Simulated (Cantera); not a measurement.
A perfectly stirred reactor is fed with 24.4 % NH₃, 75.6 % H₂, at 20.3 Torr; it is held at 1925 K, and followed from long to short residence time.

Computed with Cantera and the gas-phase N/H chemistry of the illustrative SiF4/NH3 mechanism in the Surface Chemkin manual (1991). Walls and surfaces, which speed up NH3 decomposition in real reactors, are not modelled.

x: mole fraction; the columns are a selection and need not sum to one.

```tsv
τ (s)	x NH₃	x H₂	x N₂H₂	x N₂H₄	x NH₂	x N
6.2	0.0660	0.862	2.54e-7	6.49e-10	0.000166	6.48e-7
1.8	0.134	0.821	5.94e-7	1.70e-9	0.000269	6.51e-7
0.53	0.195	0.784	9.38e-7	2.82e-9	0.000346	6.39e-7
0.16	0.227	0.765	…	3.33e-9	0.000376	6.02e-7
0.046	0.239	0.758	9.62e-7	3.09e-9	0.000362	4.86e-7
0.013	0.243	0.756	…	…	…	…
0.0039	0.244	0.756	5.31e-8	2.90e-10	0.000111	1.42e-8
0.0012	0.244	0.756	3.94e-9	2.85e-11	3.48e-5	4.39e-10
```

Task: Some entries are withheld; supply them.

Result: 
- 0.16, x N₂H₂: 1.08e-6
- 0.013, x N₂H₂: 4.62e-7
- 0.013, x N₂H₄: 1.73e-9
- 0.013, x NH₂: 0.000271
- 0.013, x N: 2.02e-7
